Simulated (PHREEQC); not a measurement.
**Nickel, zinc or cadmium bath**

Consider water at 25 °C with 0.0029 mol/kgw ZnSO4, 0.26 mol/kgw H3BO3 and 0.0044 mol/kgw H2SO4. Closed to the air; pH follows from the charge balance.

Equilibrium calculation in PHREEQC: ion-association model, phreeqc.dat.

The pH is 2.21, the ionic strength comes out as 0.0178 mol/kgw and the specific conductance is 3100 µS/cm. The total alkalinity is -8.80 meq/kg.

```
species     molality  activity   log γ
----------  --------  --------  ------
H3BO3          0.260     0.261   0.002
H+           0.00692   0.00619  -0.049
SO4-2        0.00457   0.00273  -0.224
Zn+2         0.00208   0.00124  -0.223
HSO4-        0.00187   0.00164  -0.057
ZnSO4       0.000793  0.000796   0.002
Zn(SO4)2-2   2.99e-5   1.77e-5  -0.229
H2BO3-       2.77e-8   2.43e-8  -0.057
```

This is a speciation only: nothing precipitates in the calculation.
